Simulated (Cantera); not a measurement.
Cantera run:

```python
import numpy as np
import cantera as ct

gas_names = """
    C CH CH2 CH3 CH2OH CH3O CH4 CH3OH CN CO CO2 COOH C2 C2H CHCO,ketyl C2H2,acetylene C2H2,vinylidene
    CH2CO,ketene C2H3,vinyl CH3CN CH3CO,acetyl C2H4 C2H4O,ethylen CH3CHO,ethanal CH3COOH (HCOOH)2 C2H5
    C2H6 CH3OCH3 C2H5OH CCN CNC C2N2 C2O C3 C3H3,propargyl C3H4,allene C3H4,propyne C3H4,cyclo-
    C3H5,allyl C3H6,propylene C3H6,cyclo- C3H6O C3H7,n-propyl C3H7,i-propyl C3H8 C3H8O,1propanol
    C3H8O,2propanol C3O2 C4 C4H2 C4H4,1,3-cyclo- C4H6,butadiene C4H6,2-butyne C4H6,cyclo- C4H8,1-butene
    C4H8,cis2-buten C4H8,tr2-butene C4H8,isobutene C4H8,cyclo- (CH3COOH)2 C4H9,n-butyl C4H9,i-butyl
    C4H9,s-butyl C4H9,t-butyl C4H10,isobutane C4H10,n-butane C4N2 C5 C5H6,1,3cyclo- C5H8,cyclo-
    C5H10,1-pentene C5H10,cyclo- C5H11,pentyl C5H11,t-pentyl C5H12,n-pentane C5H12,i-pentane
    CH3C(CH3)2CH3 C6H2 C6H5,phenyl C6H5O,phenoxy C6H6 C6H5OH,phenol C6H10,cyclo- C6H12,1-hexene
    C6H12,cyclo- C6H13,n-hexyl C7H7,benzyl C7H8 C7H8O,cresol C7H14,1-heptene C7H15,n-heptyl
    C7H16,n-heptane C8H8,styrene C8H10,ethylbenz C8H16,1-octene C8H17,n-octyl C8H18,isooctane
    C8H18,n-octane C9H19,n-nonyl C10H8,naphthale C10H21,n-decyl C12H9,o-bipheny C12H10,bipheny H HCN HCO
    HCCN HNC HNCO HNO HNO2 HNO3 HO2 H2 HCHO,formaldehy HCOOH H2O H2O2 N NCO NH NH2 NH3 NH2OH NO NO2 NO3
    N2 N2H2 N2H4 N2O O OH O2 O3 Ti TiO TiO2
""".split()
cond_names = """
    C(gr) C6H6(L) C7H8(L) C8H18(L),n-octa H2O(s) H2O(L) Ti(a) Ti(b) Ti(L) TiC(s) TiC(L) TiN(s) TiN(L)
    TiO(a) TiO(b) TiO(L) TiO2(ru) TiO2(L) Ti2O3(a) Ti2O3(b) Ti2O3(L) Ti3O5(a) Ti3O5(b) Ti3O5(L) Ti4O7(s)
    Ti4O7(L)
""".split()


def load(file, names, dense=False):
    # The tables refer to 1 bar. Condensed volumes are neglected.
    table = {s.name: s for s in ct.Species.list_from_file(file)}
    out = []
    for n in names:
        d = dict(table[n].input_data)
        d["thermo"] = dict(d["thermo"], **{"reference-pressure": 1e5})
        if dense:
            d["equation-of-state"] = {"model": "constant-volume", "density": "1e6 g/cm^3"}
        out.append(ct.Species.from_dict(d))
    return out


gas = ct.Solution(thermo="ideal-gas", species=load("nasa_gas.yaml", gas_names))
cond = {s.name: ct.Solution(thermo="fixed-stoichiometry", species=[s], name=s.name)
        for s in load("nasa_condensed.yaml", cond_names, dense=True)}
atoms = {
    'Ti(OiPr)4': {'Ti': 1, 'C': 12, 'H': 28, 'O': 4},
    'O2': {'O': 2},
    'N2': {'N': 2},
}
top_T = {'C(gr)': 4500}  # K; cautious upper limits of use, not melting points


def equilibrate(T, P, feed):
    n = {}
    for name, mol in feed.items():
        for a, k in atoms[name].items():
            n[a] = n.get(a, 0.0) + k * mol
    gas.TPX = T, P, n
    mass = sum(n.values()) * gas.mean_molecular_weight
    gas.equilibrate("TP")
    valid = [c for c in cond.values() if c.min_temp <= T <= top_T.get(c.name, c.max_temp)]
    mix = ct.Mixture([(gas, mass / gas.mean_molecular_weight)] + [(c, 0.0) for c in valid])
    mix.T, mix.P = T, P
    mix.equilibrate("TP", solver="vcs", rtol=1e-11, max_steps=5000)
    return mix


results = []
feed = {'Ti(OiPr)4': 1, 'O2': 0.11, 'N2': 250}  # mol
P = 133.322  # Pa
for T in [1625, 1675, 1725, 1775, 1825, 1875, 1925, 1975, 2025, 2075, 2125]:
    mix = equilibrate(T, P, feed)
    results.append((T, P, feed, dict(zip(mix.species_names, mix.species_moles))))

top = {s: max(r[3][s] / sum(r[3][g] for g in gas_names) for r in results) for s in gas_names}
cols = sorted((s for s in top if top[s] > 1e-06), key=lambda s: -top[s])[:6]
seen = [c for c in cond_names if any(r[3].get(c, 0) > 1e-12 for r in results)]
print("log10 of partial pressures in bar; condensed amounts in mol")
print(f"{'T/K':>10s}" + "".join(f"{s[:9]:>10s}" for s in cols + seen))
for T, P, feed, n in results:
    ng = sum(n[g] for g in gas_names)
    print(f"{T:10.4g}" + "".join(f"{np.log10(max(n[s] / ng * P / 1e5, 1e-99)):10.3f}" for s in cols)
          + "".join(f"{n.get(c, 0):10.4g}" for c in seen))
```

Result:

```
log10 of partial pressures in bar; condensed amounts in mol
       T/K        N2        H2         H        CO       HCN       HNC     C(gr)    TiC(s)
      1625    -2.906    -4.162    -6.232    -4.678    -6.157    -7.767     6.635         1
      1675    -2.906    -4.164    -6.017    -4.678    -6.031    -7.583     6.586         1
      1725    -2.906    -4.167    -5.814    -4.679    -5.914    -7.411     6.524         1
      1775    -2.906    -4.171    -5.624    -4.679    -5.804    -7.250     6.448         1
      1825    -2.907    -4.176    -5.444    -4.679    -5.701    -7.098     6.357         1
      1875    -2.907    -4.184    -5.275    -4.679    -5.605    -6.956     6.248         1
      1925    -2.907    -4.194    -5.117    -4.680    -5.515    -6.822      6.12         1
      1975    -2.908    -4.208    -4.968    -4.680    -5.433    -6.698     5.974    0.9999
      2025    -2.909    -4.226    -4.829    -4.681    -5.357    -6.583     5.809    0.9998
      2075    -2.910    -4.250    -4.699    -4.682    -5.288    -6.476     5.627    0.9994
      2125    -2.911    -4.280    -4.580    -4.683    -5.226    -6.379     5.431    0.9985
```

Cantera equilibrium calculation (NASA polynomials, part measured and part estimated; ideal gas, pure solids and liquids). The feed counts by its element totals alone. TiC: taken at fixed stoichiometry.
